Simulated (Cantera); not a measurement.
Input: 1 mol Si, 0.74 mol H2, 2.9 mol Cl2, at 500 K and 43000 Pa.

Cantera equilibrium calculation (NASA polynomials, part measured and part estimated; ideal gas, pure solids and liquids). Candidate condensed phases: Si; 19 gas species. Equilibrium is a limit: real reactors are often held back by kinetics, nucleation or transport.

Base state: HCl 0.561, SiCl4 0.379, Cl2 0.0606 (mole fractions); condensed: gas only.

Problem. What changes in the equilibrium state with this change: Cl2 from 2.9 to 0.78 mol?

Solution. 
```csv
species,before,after
H2,<1e-9,0.620
SiCl4,0.379,0.278
SiHCl3,<1e-9,0.101
HCl,0.561,2.72e-6
Cl2,0.0606,<1e-9
SiH2Cl2,<1e-9,0.00126
"Si(s), mol",0,0.582
```
